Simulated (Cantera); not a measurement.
An isothermal, constant-pressure homogeneous reactor starts with CH4 : N2 = 1 : 4 (molar parts), at 1800 K and 0.300 bar. Integrator tolerance rtol = 1e-08.

Computed with Cantera and GRI-Mech 3.0 (53 species, 325 reactions). GRI-Mech 3.0 stops at C3 and has no aromatics, soot or wall deposition, so with more carbon than oxygen in the feed, carbon stays in small species such as C2H2 where larger ones or solid carbon would form.

Problem. What does this change do: temperature 1800 to 1773 K?

Solution. 
```csv
quantity,before,after
x(CH4) at 2.00 s,0.000623 (gas-phase equilibrium 0.000412),0.000777 (gas-phase equilibrium 0.000508)
x(CH2) at 2.00 s,2.46e-8 (gas-phase equilibrium 1.63e-8),1.90e-8 (gas-phase equilibrium 1.24e-8)
x(CH3) at 2.00 s,1.66e-5 (gas-phase equilibrium 1.10e-5),1.65e-5 (gas-phase equilibrium 1.08e-5)
x(C2H2) at 2.00 s,0.0829 (gas-phase equilibrium 0.0367),0.0828 (gas-phase equilibrium 0.0371)
x(C2H) at 2.00 s,9.57e-7 (gas-phase equilibrium 4.23e-7),6.76e-7 (gas-phase equilibrium 3.03e-7)
x(HCN) at 2.00 s,8.49e-6 (gas-phase equilibrium 0.0928),5.21e-6 (gas-phase equilibrium 0.0919)
```
